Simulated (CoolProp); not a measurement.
Properties of C2F6 (R116) along the isobar 0.101 MPa (Tc = 19.9 °C, pc = 3.048 MPa, ω = 0.257).

The numbers come from the reference Helmholtz-energy equation of state, Lemmon 2006 in CoolProp. It is a short technical equation, of lower accuracy than the large ones.

```csv
T (°C),phase,Joule-Thomson coefficient (K/MPa),isothermal compressibility (1/MPa),viscosity (µPa s),conductivity (mW/(m K))
-86.65,liquid,?,?,499,79.6
-56.75,gas,21.60,10.23,10.2,8.86
-26.85,gas,14.38,10.11,11.6,10.9
2.95,gas,?,10.04,13.1,13.1
32.85,gas,7.679,9.997,14.5,15.4
62.65,gas,5.969,9.970,15.8,17.7
92.55,gas,?,9.951,17.1,20.1
122.45,gas,3.897,9.938,18.4,22.4
```

Problem. What belongs in the gaps?

Solution. 
- -86.65, Joule-Thomson coefficient (K/MPa): -0.3392
- -86.65, isothermal compressibility (1/MPa): 0.002554
- 2.95, Joule-Thomson coefficient (K/MPa): 10.26
- 92.55, Joule-Thomson coefficient (K/MPa): 4.770

Viscosity comes from a separate model (Huber 2003), an estimate that may be off by 10 % or more. Thermal conductivity comes from a separate model (Huber 2003), an estimate that may be off by 10 % or more.
